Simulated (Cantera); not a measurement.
A perfectly stirred reactor is fed with H₂ : O₂ : N₂ = 0.36 : 1 : 4.9 (molar parts), at 0.820 bar; it is held at 1300 K, and followed from long to short residence time.

Model: the H2/O2 subset of GRI-Mech 3.0, which has no nitrogen chemistry, integrated in Cantera. The temperature is held fixed by assumption; the heat of reaction is taken as removed at once.

Question: Predict: x(H₂) at τ = 0.770 s; x(O₂) at τ = 0.770 s; x(H₂O₂) at τ = 0.770 s; x(HO₂) at τ = 0.770 s; x(H₂O) at τ = 0.770 s; x(H₂) at τ = 6.50 ms; x(O₂) at τ = 6.50 ms; x(H₂O₂) at τ = 6.50 ms; x(HO₂) at τ = 6.50 ms; x(H₂O) at τ = 6.50 ms.

Answer: 
```
Item                       Value
----------------------  --------
x(H₂) at τ = 0.770 s     3.36e-5
x(O₂) at τ = 0.770 s       0.135
x(H₂O₂) at τ = 0.770 s   1.32e-7
x(HO₂) at τ = 0.770 s    1.55e-6
x(H₂O) at τ = 0.770 s     0.0591
x(H₂) at τ = 6.50 ms    0.000700
x(O₂) at τ = 6.50 ms       0.135
x(H₂O₂) at τ = 6.50 ms   1.03e-6
x(HO₂) at τ = 6.50 ms    1.78e-5
x(H₂O) at τ = 6.50 ms     0.0581
```
